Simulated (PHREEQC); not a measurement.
Dissolve 0.0048 mol/kgw CdSO4, 0.0014 mol/kgw H3BO3 and 0.0047 mol/kgw H2SO4 at 25 °C. It is in equilibrium with CO2 at log p = -1 (atm). Otherwise closed; pH follows from the charge balance.

Computed with PHREEQC (ion-association model, phreeqc.dat).

This is a speciation only: nothing precipitates in the calculation.

Task: Order these S species by the share of S that they hold, largest first: SO4-2, HSO4-, Cd(SO4)2-2, CdSO4.

Result: SO4-2 (58 %), HSO4- (23 %), CdSO4 (17 %), Cd(SO4)2-2 (2.0 %)

Task: Order these Cd species by the share of Cd that they hold, largest first: CdSO4, Cd+2, Cd(SO4)2-2.

Result: Cd+2 (65 %), CdSO4 (33 %), Cd(SO4)2-2 (2.0 %)

The pH is 2.20 and the ionic strength 0.0221 mol/kgw. Complexes and solids missing from the database can't appear.
